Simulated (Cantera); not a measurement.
A closed system holds: 1 mol Fe(CO)₅, 0.74 mol O₂, 5.5 mol H₂, at 1375 K and 170000 Pa.

Method: chemical equilibrium by Gibbs-energy minimisation in Cantera with the NASA 1993 tables (ideal gas, pure condensed phases). Candidate condensed phases: C, C₆H₆, C₇H₈, C₈H₁₈, Fe, Fe(CO)₅, FeO, Fe(OH)₂, Fe(OH)₃, Fe₂O₃, Fe₃O₄, H₂O; 114 gas species. The numbers say what is thermodynamically allowed, not how fast it happens.

Base state: CO 0.430, H₂ 0.429, H₂O 0.0949, CO₂ 0.0461, CH₄ 2.37e-5 (mole fractions); condensed: Fe(γ).

Question: What changes in the equilibrium state with this change: O₂ from 0.74 to 1 mol?

Answer: 
| species | before | after |
|---|---|---|
| CO | 0.430 | 0.412 |
| H₂ | 0.429 | 0.397 |
| H₂O | 0.0949 | 0.127 |
| CO₂ | 0.0461 | 0.0637 |
| CH₄ | 2.37e-5 | 1.35e-5 |
| Fe(γ), mol | 1.000 | 1.000 |
